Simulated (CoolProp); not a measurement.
c-C4F8 (RC318) along the isotherm 141.95 °C: density (kg/m³) from the reference equation and from simpler models built on Tc = 115.2 °C, pc = 2.778 MPa, ω = 0.355; each cubic takes its own stable root.

The numbers come from the reference Helmholtz-energy equation of state, Platzer 1990 in CoolProp. This equation is an older, rougher fit; its heat capacities, sound speeds and derivatives of the liquid may be far off and weren't checked against measurements.

```tsv
p (MPa)	phase	reference	ideal gas	van der Waals	Redlich-Kwong	Soave-Redlich-Kwong	Peng-Robinson
0.579	gas	35.57	33.56	35.51	35.72	35.61	35.88
1.16	gas	76.23	67.23	76.05	76.94	76.34	77.58
1.74	gas	123.9	100.8	123.8	125.8	123.9	127.1
2.31	gas	181.1	133.9	182.3	185.6	180.6	187.0
2.89	supercritical	257.5	167.5	266.3	267.9	254.5	266.3
3.47	supercritical	369.1	201.1	429.5	398.3	357.0	377.2
4.05	supercritical	542.7	234.7	591.9	584.1	497.0	528.9
4.63	supercritical	717.3	268.3	659.5	705.2	625.8	672.2
5.21	supercritical	823.5	302.0	701.8	779.3	713.6	772.8
5.79	supercritical	889.5	335.6	733.1	832.8	776.4	845.4
6.37	supercritical	936.0	369.2	758.2	874.9	825.1	901.6
6.94	supercritical	971.2	402.2	778.8	909.4	864.2	946.8
```
